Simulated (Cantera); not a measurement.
An adiabatic, constant-volume homogeneous reactor starts with CH₄ : O₂ : N₂ : CO₂ = 1 : 4.44 : 16.7 : 5.6 (molar parts), equivalence ratio 0.45, at 1748 K and 0.340 bar. Integrator tolerance rtol = 1e-08.

Cantera simulation using GRI-Mech 3.0 (53 species, 325 reactions); the numbers are that mechanism's predictions, not measurements.

| quantity | before | after |
|---|---|---|
| time of steepest temperature rise | 0.479 ms | 0.318 s |
| temperature at 3.00 s | 2355 K | 1974 K |
| equilibrium temperature | 2355 K | 1968 K |
| x(CH₄) at 3.00 s | <1e-12 (gas-phase equilibrium <1e-12) | <1e-12 (gas-phase equilibrium <1e-12) |
| x(O₂) at 3.00 s | 0.0880 (gas-phase equilibrium 0.0880) | 0.0874 (gas-phase equilibrium 0.0860) |
| x(CO₂) at 3.00 s | 0.217 (gas-phase equilibrium 0.217) | 0.237 (gas-phase equilibrium 0.237) |
| x(HCO) at 3.00 s | 8.43e-10 (gas-phase equilibrium 8.43e-10) | 3.80e-12 (gas-phase equilibrium 3.45e-12) |
| x(CH₃) at 3.00 s | <1e-12 (gas-phase equilibrium <1e-12) | <1e-12 (gas-phase equilibrium <1e-12) |
| x(H) at 3.00 s | 0.000579 (gas-phase equilibrium 0.000579) | 1.52e-5 (gas-phase equilibrium 1.43e-5) |
| x(NO) at 3.00 s | 0.00986 (gas-phase equilibrium 0.00986) | 0.00125 (gas-phase equilibrium 0.00392) |

Q: What was changed between the two runs?
A) O2 4.44 to 2.3 parts
B) initial temperature 1748 to 1125 K
C) pressure from 0.340 bar to 2.20 bar
D) pressure from 0.340 bar to 2.00 bar

A: B, initial temperature 1748 to 1125 K
